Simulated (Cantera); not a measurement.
Feed: 1 mol S, 0.0036 mol SO2, 0.087 mol H2, equilibrated at 1075 K and 1 atm.

Method: chemical equilibrium by Gibbs-energy minimisation in Cantera with the NASA 1993 tables (ideal gas, pure condensed phases). Gases not in the tables: S3 to S7. Kinetics and transport are ignored.

```
species    before     after
-------  --------  --------
S2          0.840     0.659
S         3.86e-8     0.150
H2        0.00246    0.0781
H2S         0.145   0.00699
H           <1e-9    0.0317
SH        6.97e-5    0.0637
H2O        0.0110   0.00132
OH          <1e-9  0.000164
O           <1e-9   4.13e-5
S8        2.99e-5     <1e-9
SO        3.92e-6   0.00901
SO2      0.000505  0.000117
S2O       0.00112  0.000331
```
Gas species are given as mole fractions.

Task: What was changed between the two runs?
A. H2 from 0.087 to 0.36 mol
B. 0.28 mol H2S added
C. temperature from 1075 K to 2898 K
D. temperature from 1075 K to 1323.15 K

Result: C, temperature from 1075 K to 2898 K
